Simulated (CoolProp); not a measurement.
Hexamethyldisiloxane (MM) along the isobar 5.13 MPa: Z from the reference equation and from simpler models built on Tc = 245.6 °C, pc = 1.931 MPa, ω = 0.418; each cubic takes its own stable root.

Values from CoolProp's reference Helmholtz-energy equation of state, Thol 2016.

```json
[
 {"T (°C)": "86.45", "phase": "liquid", "reference": "0.3956"},
 {"T (°C)": "92.35", "phase": "liquid", "reference": "0.3927"},
 {"T (°C)": "98.25", "phase": "liquid", "reference": "0.3900"},
 {"T (°C)": "104.15", "phase": "liquid", "reference": "0.3875"},
 {"T (°C)": "110.15", "phase": "liquid", "reference": "0.3851"},
 {"T (°C)": "116.05", "phase": "liquid", "reference": "0.3830"},
 {"T (°C)": "121.95", "phase": "liquid", "reference": "0.3810"},
 {"T (°C)": "127.85", "phase": "liquid", "reference": "0.3792"},
 {"T (°C)": "133.85", "phase": "liquid", "reference": "0.3776"},
 {"T (°C)": "139.75", "phase": "liquid", "reference": "0.3761"},
 {"T (°C)": "145.65", "phase": "liquid", "reference": "0.3749"}
]
```

**Question.** How far does each simpler model (van der Waals, Peng-Robinson) lie from the reference over these 11 states: mean and median of the absolute difference, and the worst?

**Answer.** 
- van der Waals: mean 54.6 %, median 54.7 %, worst +56.9 % at 86.45 °C and 5.13 MPa
- Peng-Robinson: mean 6.2 %, median 6.3 %, worst -6.3 % at 121.95 °C and 5.13 MPa
